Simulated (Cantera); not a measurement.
An adiabatic, constant-volume homogeneous reactor starts with H₂ : O₂ : N₂ = 1 : 0.263 : 0.989 (molar parts), at 1450 K and 750 Torr. Integrator tolerance rtol = 1e-08.

Cantera simulation using the H2/O2 subset of GRI-Mech 3.0, which has no nitrogen chemistry; the numbers are that mechanism's predictions, not measurements.

Q: What does this change do: initial temperature 1450 to 1748 K?

A: 
```json
[
 {"quantity": "time of steepest temperature rise", "before": "16.5 µs", "after": "6.87 µs"},
 {"quantity": "temperature at 2.00 s", "before": "2952 K", "after": "3020 K"},
 {"quantity": "equilibrium temperature", "before": "2952 K", "after": "3020 K"},
 {"quantity": "x(H₂) at 2.00 s", "before": "0.219 (gas-phase equilibrium 0.219)", "after": "0.214 (gas-phase equilibrium 0.214)"},
 {"quantity": "x(O₂) at 2.00 s", "before": "0.000909 (gas-phase equilibrium 0.000909)", "after": "0.00158 (gas-phase equilibrium 0.00158)"},
 {"quantity": "x(HO₂) at 2.00 s", "before": "1.17e-6 (gas-phase equilibrium 1.17e-6)", "after": "1.88e-6 (gas-phase equilibrium 1.88e-6)"},
 {"quantity": "x(OH) at 2.00 s", "before": "0.0161 (gas-phase equilibrium 0.0161)", "after": "0.0217 (gas-phase equilibrium 0.0217)"},
 {"quantity": "x(H₂O) at 2.00 s", "before": "0.235 (gas-phase equilibrium 0.235)", "after": "0.223 (gas-phase equilibrium 0.223)"}
]
```
Above 3000 K some thermodynamic fits are extrapolated.

Q: What does this change do: initial temperature 1450 to 1400 K?

A: 
| quantity | before | after |
|---|---|---|
| time of steepest temperature rise | 16.5 µs | 19.8 µs |
| temperature at 2.00 s | 2952 K | 2939 K |
| equilibrium temperature | 2952 K | 2939 K |
| x(H₂) at 2.00 s | 0.219 (gas-phase equilibrium 0.219) | 0.219 (gas-phase equilibrium 0.219) |
| x(O₂) at 2.00 s | 0.000909 (gas-phase equilibrium 0.000909) | 0.000815 (gas-phase equilibrium 0.000815) |
| x(HO₂) at 2.00 s | 1.17e-6 (gas-phase equilibrium 1.17e-6) | 1.06e-6 (gas-phase equilibrium 1.06e-6) |
| x(OH) at 2.00 s | 0.0161 (gas-phase equilibrium 0.0161) | 0.0152 (gas-phase equilibrium 0.0152) |
| x(H₂O) at 2.00 s | 0.235 (gas-phase equilibrium 0.235) | 0.237 (gas-phase equilibrium 0.237) |
